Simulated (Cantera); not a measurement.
Input: 1 mol V, a varied amount of N2, at 7.50 Torr.

Method: chemical equilibrium by Gibbs-energy minimisation in Cantera with the NASA 1993 tables (ideal gas, pure condensed phases). Candidate condensed phases: V, VN; 4 gas species. VN: taken at fixed stoichiometry. Condensed phases not in the tables: V2N, N, O or C dissolved in the metal. The numbers say what is thermodynamically allowed, not how fast it happens.

Stable condensed phases, one row left out:

```
T in K \ n(N2) in mol
         0.84  1.4  2.5  4.3  7.4   13   22   38
   2698     A    A    B    B    B    B    B    B
   2623     A    A    A    B    B    B    B    B
   2548     A    A    A    A    B    B    B    B
   2473     A    A    A    A    A    A    B    B
   2398     A    A    A    A    A    A    A    B
   2323     A    A    A    A    A    A    A    A
   2248     A    A    A    A    A    A    A    A
   2173     A    A    A    A    A    A    A    A
   2023     C    C    C    C    C    C    C    C
```

A: V; B: gas only; C: VN.

Task: Give the row for 2098 K.

Result: 0.84: VN; 1.4: VN; 2.5: VN; 4.3: VN; 7.4: VN; 13: VN; 22: VN; 38: VN.
